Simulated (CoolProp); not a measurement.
Dry air at 232.79 K and 1.82 MPa is throttled through a valve to 0.39 MPa with no heat exchange. Each further row changes one setting.

Values from CoolProp's reference Helmholtz-energy equation of state, Lemmon 2000. It is a pseudo-pure fit of the blend.

```tsv
case	temperature change (K)	final density (kg/m³)
as stated	(withheld)	6.00
outlet pressure 0.117 MPa	(withheld)	1.80
outlet pressure 0.507 MPa	(withheld)	(withheld)
```

Question: Complete the blanks.

Answer: 
- as stated, temperature change (K): -5.2
- outlet pressure 0.117 MPa, temperature change (K): -6.3
- outlet pressure 0.507 MPa, temperature change (K): -4.8
- outlet pressure 0.507 MPa, final density (kg/m³): 7.80
